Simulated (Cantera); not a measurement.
An isothermal plug-flow reactor at 975 K and 0.513 atm (inlet), inlet velocity 4.7 m/s, active area per volume 380 1/m; feed H2 : O2 : N2 : H2O = 0.0072 : 0.014 : 0.79 : 0.0089 (molar parts).

Cantera simulation using Deutschmann's 1995 Pt surface mechanism with GRI-Mech 3.0 gas chemistry; the numbers are that mechanism's predictions, not measurements. Catalytic surfaces can have several steady states; this one follows from the mechanism file's or the stated starting coverage. Mass transfer to the wall is taken as infinitely fast.

Q: What does this change do: temperature 975 to 473 K?

A: 
| quantity | before | after |
|---|---|---|
| x(H2) at z = 0.0042 m | 6.15e-5 | 0.000981 |
| x(O2) at z = 0.0042 m | 0.0128 | 0.0132 |
| x(H2O) at z = 0.0042 m | 0.0197 | 0.0187 |
| θ(free Pt) at the exit | 0.319 | 0.105 |
| θ(O*) at the exit | 0.678 | 0.840 |
| θ(OH*) at the exit | 0.00232 | 0.0546 |

Q: What does this change do: pressure from 0.513 atm to 0.888 atm?

A: 
| quantity | before | after |
|---|---|---|
| x(H2) at z = 0.0042 m | 6.15e-5 | 8.44e-5 |
| x(O2) at z = 0.0042 m | 0.0128 | 0.0128 |
| x(H2O) at z = 0.0042 m | 0.0197 | 0.0196 |
| θ(free Pt) at the exit | 0.319 | 0.288 |
| θ(O*) at the exit | 0.678 | 0.710 |
| θ(OH*) at the exit | 0.00232 | 0.00296 |
